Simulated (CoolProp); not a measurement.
The fluid at 298.15 K and 9.22 MPa is throttled through a valve to 3.94 MPa with no heat exchange. The same conditions are run with several fluids, on thermodynamics alone (safety and materials aside).

Model: reference Helmholtz-energy equation of state of each fluid (n-pentane: Thol 2019; R407C: Lemmon 2003; R1336mzz(Z): McLinden 2020; methanol: de Reuck 1993; isohexane: Lemmon 2006), in CoolProp. Blends and air are pseudo-pure fits.

```json
[
 {"fluid": "n-pentane", "temperature change (K)": "+2.0", "final density (kg/m³)": "624"},
 {"fluid": "R407C", "temperature change (K)": "+0.1", "final density (kg/m³)": "1160"},
 {"fluid": "R1336mzz(Z)", "temperature change (K)": "+1.5", "final density (kg/m³)": "1370"},
 {"fluid": "methanol", "temperature change (K)": "+1.7", "final density (kg/m³)": "788"},
 {"fluid": "isohexane", "temperature change (K)": "+2.2", "final density (kg/m³)": "651"}
]
```
